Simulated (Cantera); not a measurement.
A freely propagating, adiabatic, planar premixed flame of 40.9 % H2, 12.0 % O2, 45.4 % N2, 1.76 % H2O, unburnt at 600 K and 6.81 atm; mixture-averaged transport, grid criteria slope 0.08 and curve 0.16, no radiation.

Model: the H2/O2 subset of GRI-Mech 3.0, which has no nitrogen chemistry, integrated in Cantera. The hydrogen kinetics of GRI-Mech 3.0 are dated; newer H2 mechanisms differ, most at raised pressure. Burning velocities carry a grid error of a few per cent, more on coarse grids.

Problem. Predict: laminar burning velocity; thermal thickness; peak x(O); peak x(OH); peak x(H).

Solution. 
```
Quantity                     Result
------------------------  ---------
laminar burning velocity   864 cm/s
thermal thickness         0.0367 mm
peak x(O)                   0.00303
peak x(OH)                  0.00740
peak x(H)                    0.0484
```
